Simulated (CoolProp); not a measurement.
Properties of oxygen along the isobar 1.49 MPa (Tc = 154.6 K, pc = 5.046 MPa, ω = 0.022).

Model: reference Helmholtz-energy equation of state, Schmidt 1985, in CoolProp.

```json
[
 {"T (K)": "103.9", "phase": "liquid", "Z": "0.05141", "speed of sound (m/s)": "796.5", "expansivity (1/kK)": "5.087", "viscosity (µPa s)": "141", "conductivity (mW/(m K))": "132"},
 {"T (K)": "108.1", "phase": "liquid", "Z": "0.05052", "speed of sound (m/s)": "759.7", "expansivity (1/kK)": "5.435", "viscosity (µPa s)": "129", "conductivity (mW/(m K))": "126"},
 {"T (K)": "112.3", "phase": "liquid", "Z": "0.04980", "speed of sound (m/s)": "721.5", "expansivity (1/kK)": "5.860", "viscosity (µPa s)": "117", "conductivity (mW/(m K))": "120"},
 {"T (K)": "116.6", "phase": "liquid", "Z": "0.04924", "speed of sound (m/s)": "680.8", "expansivity (1/kK)": "6.407", "viscosity (µPa s)": "106", "conductivity (mW/(m K))": "113"},
 {"T (K)": "120.8", "phase": "liquid", "Z": "0.04889", "speed of sound (m/s)": "638.8", "expansivity (1/kK)": "7.099", "viscosity (µPa s)": "96.5", "conductivity (mW/(m K))": "107"},
 {"T (K)": "125", "phase": "liquid", "Z": "0.04877", "speed of sound (m/s)": "593.8", "expansivity (1/kK)": "8.036", "viscosity (µPa s)": "87.4", "conductivity (mW/(m K))": "100"},
 {"T (K)": "129.2", "phase": "gas", "Z": "0.7992", "speed of sound (m/s)": "192.7", "expansivity (1/kK)": "15.45", "viscosity (µPa s)": "10.3", "conductivity (mW/(m K))": "14.1"},
 {"T (K)": "133.5", "phase": "gas", "Z": "0.8229", "speed of sound (m/s)": "199.2", "expansivity (1/kK)": "13.48", "viscosity (µPa s)": "10.6", "conductivity (mW/(m K))": "14.3"},
 {"T (K)": "137.7", "phase": "gas", "Z": "0.8417", "speed of sound (m/s)": "204.9", "expansivity (1/kK)": "12.14", "viscosity (µPa s)": "10.9", "conductivity (mW/(m K))": "14.5"},
 {"T (K)": "141.9", "phase": "gas", "Z": "0.8577", "speed of sound (m/s)": "210.1", "expansivity (1/kK)": "11.13", "viscosity (µPa s)": "11.2", "conductivity (mW/(m K))": "14.8"},
 {"T (K)": "146.1", "phase": "gas", "Z": "0.8713", "speed of sound (m/s)": "215.1", "expansivity (1/kK)": "10.31", "viscosity (µPa s)": "11.5", "conductivity (mW/(m K))": "15.1"},
 {"T (K)": "150.3", "phase": "gas", "Z": "0.8831", "speed of sound (m/s)": "219.8", "expansivity (1/kK)": "9.628", "viscosity (µPa s)": "11.8", "conductivity (mW/(m K))": "15.4"},
 {"T (K)": "154.6", "phase": "gas", "Z": "0.8937", "speed of sound (m/s)": "224.4", "expansivity (1/kK)": "9.042", "viscosity (µPa s)": "12.1", "conductivity (mW/(m K))": "15.7"},
 {"T (K)": "158.8", "phase": "gas", "Z": "0.9028", "speed of sound (m/s)": "228.7", "expansivity (1/kK)": "8.550", "viscosity (µPa s)": "12.4", "conductivity (mW/(m K))": "16.0"},
 {"T (K)": "163", "phase": "gas", "Z": "0.9108", "speed of sound (m/s)": "232.8", "expansivity (1/kK)": "8.121", "viscosity (µPa s)": "12.6", "conductivity (mW/(m K))": "16.3"}
]
```

Viscosity comes from a separate model (Lemmon 2004). Thermal conductivity comes from a separate model (Lemmon 2004).
